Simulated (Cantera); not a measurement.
Feed: 1 mol Si2Cl6, 0.54 mol N2, 0.26 mol H2.

Method: chemical equilibrium by Gibbs-energy minimisation in Cantera with the NASA 1993 tables (ideal gas, pure condensed phases). Candidate condensed phases: NH4Cl, Si, Si3N4; 28 gas species. The feed counts by its element totals alone. N2 is the only nitrogen source here; it is nearly inert below about 1500 K, so the nitride shown seldom forms there in practice. The tables' values for SiCl3 are old estimates. Rates play no part.

**Question.** What condenses at these points (T in °C, P in Pa): (925, 8400); (1525, 29000); (825, 5); (1125, 710); (1325, 29000)?

**Answer.** 
| T (°C) | P in Pa | condensed phases | Si condensed (%) |
|---|---|---|---|
| 925 | 8400 | Si3N4 | 29.6 |
| 1525 | 29000 | gas only | 0.0 |
| 825 | 5 | Si3N4 | 28.3 |
| 1125 | 710 | Si3N4 | 13.4 |
| 1325 | 29000 | Si3N4 | 13.7 |
